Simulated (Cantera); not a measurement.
Pyrogenic steam for wet oxidation

An isothermal, constant-pressure homogeneous reactor starts with H2 : O2 : N2 = 1.4 : 1 : 1.2 (molar parts), at 1150 K and 308 Torr.

Model: the H2/O2 subset of GRI-Mech 3.0, which has no nitrogen chemistry, integrated in Cantera. The temperature is held fixed by assumption; the heat of reaction is taken as removed at once.

| t (s) | x H2 | x O2 | x OH | x HO2 | x H |
|---|---|---|---|---|---|
| 7.00e-6 | 0.389 | 0.278 | 1.07e-9 | 8.88e-9 | 1.40e-8 |
| 1.86e-5 | 0.389 | 0.278 | 1.62e-8 | 4.28e-8 | 2.02e-7 |
| 4.93e-5 | 0.389 | 0.278 | 1.12e-5 | 1.39e-5 | 0.000136 |
| 0.000131 | 0.0297 | 0.115 | 0.00533 | 0.000117 | 0.0192 |
| 0.000347 | 0.00346 | 0.105 | 0.000700 | 6.58e-5 | 0.000203 |
| 0.000921 | 0.000862 | 0.104 | 0.000222 | 2.76e-5 | 1.43e-5 |
| 0.00244 | 0.000201 | 0.104 | 9.92e-5 | 8.30e-6 | 1.46e-6 |
| 0.00648 | 3.04e-5 | 0.103 | 5.22e-5 | 1.49e-6 | 1.22e-7 |
| 0.0172 | 2.31e-6 | 0.103 | 2.92e-5 | 1.82e-7 | 7.62e-9 |
| 0.0456 | 2.00e-7 | 0.103 | 1.69e-5 | 3.92e-8 | 8.57e-10 |
| 0.121 | 5.74e-8 | 0.103 | 1.01e-5 | 1.52e-8 | 1.79e-10 |
| 0.321 | 2.22e-8 | 0.103 | 6.23e-6 | 8.48e-9 | 4.51e-11 |
| 0.852 | 1.20e-8 | 0.103 | 4.17e-6 | 7.44e-9 | 1.69e-11 |
| 2.26 | 1.02e-8 | 0.103 | 3.45e-6 | 7.72e-9 | 1.21e-11 |
| 6.00 | 1.01e-8 | 0.103 | 3.40e-6 | 7.76e-9 | 1.18e-11 |
x: mole fraction; the columns are a selection and need not sum to one.

Equilibrium at this temperature and pressure: H2 1.01e-8, O2 0.103, OH 3.40e-6, HO2 7.76e-9, H 1.18e-11 (gas phase only).
